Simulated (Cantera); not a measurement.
An isothermal, constant-pressure homogeneous reactor starts with 9.09 % CH4, 90.9 % N2, at 1475 K and 390 Torr.

Model: GRI-Mech 3.0 (53 species, 325 reactions), integrated in Cantera. GRI-Mech 3.0 stops at C3 and has no aromatics, soot or wall deposition, so with more carbon than oxygen in the feed, carbon stays in small species such as C2H2 where larger ones or solid carbon would form.

x: mole fraction; the columns are a selection and need not sum to one.

| t (s) | x CH4 | x C2H6 | x CH2 | x CH3 | x H2 | x C2H2 |
|---|---|---|---|---|---|---|
| 5.00e-6 | 0.0909 | <1e-12 | <1e-12 | 8.02e-8 | 3.49e-8 | <1e-12 |
| 2.46e-5 | 0.0909 | 1.08e-11 | <1e-12 | 4.35e-7 | 2.12e-7 | <1e-12 |
| 0.000121 | 0.0909 | 1.34e-9 | 2.35e-12 | 2.17e-6 | 1.08e-6 | <1e-12 |
| 0.000592 | 0.0909 | 1.50e-7 | 4.87e-11 | 1.04e-5 | 5.43e-6 | 2.92e-11 |
| 0.00291 | 0.0908 | 8.74e-6 | 5.35e-10 | 3.51e-5 | 3.15e-5 | 1.61e-8 |
| 0.0143 | 0.0905 | 8.58e-5 | 2.08e-9 | 6.97e-5 | 0.000261 | 3.19e-6 |
| 0.0701 | 0.0877 | 0.000234 | 4.94e-9 | 0.000107 | 0.00316 | 0.000372 |
| 0.344 | 0.0756 | 0.000114 | 2.99e-9 | 7.65e-5 | 0.0199 | 0.00592 |
| 1.69 | … | … | … | … | … | … |
| 8.30 | 0.0162 | 3.52e-6 | 5.61e-10 | 1.51e-5 | 0.102 | 0.0336 |
| 40.7 | 0.00491 | 5.91e-7 | 2.19e-10 | 5.20e-6 | 0.117 | 0.0386 |
| 200 | 0.00461 | 5.54e-7 | 2.08e-10 | 4.91e-6 | 0.118 | 0.0387 |

Task: Fill in the missing entries.

Result: 
- 1.69, x CH4: 0.0486
- 1.69, x C2H6: 3.14e-5
- 1.69, x CH2: 1.46e-9
- 1.69, x CH3: 4.26e-5
- 1.69, x H2: 0.0576
- 1.69, x C2H2: 0.0189
